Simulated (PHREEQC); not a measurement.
Make-up at 25 °C: 0.23 mol LiOH and 9.3e-05 mol H4SiO4 per kg of water. Closed to the air; pH follows from the charge balance.

All values are PHREEQC results (Pitzer model, pitzer.dat), not measurements.

**Question.** The ionic strength comes out as 0.230 mol/kgw. What activity coefficients do Li+, H3SiO4-, H2SiO4-2, OH- get?

**Answer.** Li+ 0.72, H3SiO4- 0.63, H2SiO4-2 0.15, OH- 0.65. Single-ion values are on the MacInnes scale.

No solid was allowed to form.
